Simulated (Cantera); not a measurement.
## Thermodynamics of abatement and gas-phase synthesis, feed HCl + H2O + O2

A closed system holds: 1 mol HCl, 1.7 mol H2O, 0.31 mol O2, at 17.0 bar.

Cantera equilibrium calculation (NASA polynomials, part measured and part estimated; ideal gas, pure solids and liquids). Candidate condensed phases: H2O; 14 gas species. The numbers say what is thermodynamically allowed, not how fast it happens.

From 500 K to 1475 K nothing is condensed.

```tsv
T (K)	x H2O	x HCl	x Cl2	x O2	x Cl	x HOCl	x OH	x ClO
500	0.781	0.0225	0.169	0.0272	1.44e-11	3.39e-7	<1e-12	8.20e-12
575	0.762	0.0500	0.154	0.0340	6.39e-10	1.43e-6	<1e-12	2.10e-10
650	0.736	0.0872	0.134	0.0431	1.15e-8	4.20e-6	2.84e-12	2.55e-9
725	0.707	0.129	0.111	0.0533	1.11e-7	9.50e-6	6.52e-11	1.80e-8
800	0.678	0.170	0.0883	0.0634	6.74e-7	1.77e-5	8.29e-10	8.50e-8
875	0.652	0.207	0.0681	0.0724	2.92e-6	2.85e-5	6.80e-9	2.96e-7
950	0.631	0.238	0.0514	0.0799	9.73e-6	4.11e-5	3.99e-8	8.13e-7
1025	0.614	0.262	0.0384	0.0858	2.66e-5	5.45e-5	1.81e-7	1.87e-6
1100	0.601	0.280	0.0285	0.0901	6.21e-5	6.81e-5	6.65e-7	3.73e-6
1175	0.592	0.293	0.0214	0.0933	0.000128	8.13e-5	2.07e-6	6.68e-6
1250	0.586	0.302	0.0162	0.0956	0.000241	9.39e-5	5.63e-6	1.10e-5
1325	0.581	0.309	0.0124	0.0972	0.000417	0.000106	1.37e-5	1.69e-5
1400	0.577	0.314	0.00968	0.0984	0.000678	0.000117	3.01e-5	2.47e-5
1475	0.575	0.317	0.00767	0.0992	0.00105	0.000127	6.14e-5	3.45e-5
```
x: gas mole fraction; nothing condenses.
